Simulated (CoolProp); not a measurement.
Hydrogen chloride along the isobar 479 bar: fugacity coefficient from the reference equation and from simpler models built on Tc = 324.7 K, pc = 83.14 bar, ω = 0.130; each cubic takes its own stable root.

Model: reference Helmholtz-energy equation of state, Thol 2018, in CoolProp.

```json
[
 {"T (K)": "255.6", "phase": "liquid", "reference": "0.05982", "van der Waals": "0.1626", "Redlich-Kwong": "[?]", "Soave-Redlich-Kwong": "0.06945", "Peng-Robinson": "0.06199"},
 {"T (K)": "284.8", "phase": "liquid", "reference": "0.1126", "van der Waals": "[?]", "Redlich-Kwong": "0.1404", "Soave-Redlich-Kwong": "0.1321", "Peng-Robinson": "0.1178"},
 {"T (K)": "313.9", "phase": "liquid", "reference": "0.1820", "van der Waals": "0.2894", "Redlich-Kwong": "0.2177", "Soave-Redlich-Kwong": "0.2144", "Peng-Robinson": "0.1915"},
 {"T (K)": "343.1", "phase": "supercritical", "reference": "0.2640", "van der Waals": "0.3561", "Redlich-Kwong": "[?]", "Soave-Redlich-Kwong": "0.3107", "Peng-Robinson": "0.2782"},
 {"T (K)": "372.3", "phase": "supercritical", "reference": "0.3525", "van der Waals": "[?]", "Redlich-Kwong": "0.3917", "Soave-Redlich-Kwong": "0.4128", "Peng-Robinson": "[?]"},
 {"T (K)": "401.5", "phase": "supercritical", "reference": "0.4415", "van der Waals": "[?]", "Redlich-Kwong": "0.4770", "Soave-Redlich-Kwong": "0.5134", "Peng-Robinson": "0.4631"},
 {"T (K)": "430.7", "phase": "supercritical", "reference": "0.5262", "van der Waals": "0.5454", "Redlich-Kwong": "0.5559", "Soave-Redlich-Kwong": "0.6071", "Peng-Robinson": "0.5498"},
 {"T (K)": "459.9", "phase": "supercritical", "reference": "0.6032", "van der Waals": "0.6011", "Redlich-Kwong": "0.6268", "Soave-Redlich-Kwong": "0.6908", "Peng-Robinson": "0.6281"},
 {"T (K)": "489.1", "phase": "supercritical", "reference": "0.6710", "van der Waals": "0.6521", "Redlich-Kwong": "[?]", "Soave-Redlich-Kwong": "0.7634", "Peng-Robinson": "0.6971"},
 {"T (K)": "518.3", "phase": "supercritical", "reference": "0.7295", "van der Waals": "0.6982", "Redlich-Kwong": "[?]", "Soave-Redlich-Kwong": "0.8254", "Peng-Robinson": "0.7569"},
 {"T (K)": "547.5", "phase": "supercritical", "reference": "0.7794", "van der Waals": "0.7395", "Redlich-Kwong": "0.7890", "Soave-Redlich-Kwong": "0.8777", "Peng-Robinson": "0.8082"},
 {"T (K)": "576.7", "phase": "supercritical", "reference": "0.8219", "van der Waals": "0.7763", "Redlich-Kwong": "0.8285", "Soave-Redlich-Kwong": "0.9215", "Peng-Robinson": "0.8520"}
]
```

Question: Complete the blanks.

Answer: 
- 255.6, Redlich-Kwong: 0.07776
- 284.8, van der Waals: 0.2242
- 343.1, Redlich-Kwong: 0.3036
- 372.3, van der Waals: 0.4220
- 372.3, Peng-Robinson: 0.3710
- 401.5, van der Waals: 0.4855
- 489.1, Redlich-Kwong: 0.6890
- 518.3, Redlich-Kwong: 0.7428
